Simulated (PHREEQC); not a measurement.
**Acid rinse or clean**

Consider water at 25 °C with 0.0027 mol HF, 6e-05 mol NaCl and 0.053 mol KCl per kg of water. Closed to the air; pH follows from the charge balance.

Model: ion-association model, phreeqc.dat, run in PHREEQC.

```
Property                       Value
--------------------  --------------
pH                              2.99
ionic strength        0.0543 mol/kgw
specific conductance      7310 µS/cm
density                  1.000 g/cm³
total alkalinity        -2.70 meq/kg
```

| species | molality | activity | log γ |
|---|---|---|---|
| Cl- | 0.0531 | 0.0429 | -0.092 |
| K+ | 0.0530 | 0.0428 | -0.093 |
| HF | 0.00148 | 0.00150 | 0.005 |
| H+ | 0.00121 | 0.00103 | -0.070 |
| F- | 0.00120 | 0.000971 | -0.094 |
| Na+ | 6.00e-5 | 4.92e-5 | -0.086 |
| HF2- | 6.84e-6 | 5.59e-6 | -0.088 |
| NaF | 2.71e-8 | 2.75e-8 | 0.005 |

No solid was allowed to form. Species that the database lacks are ignored.
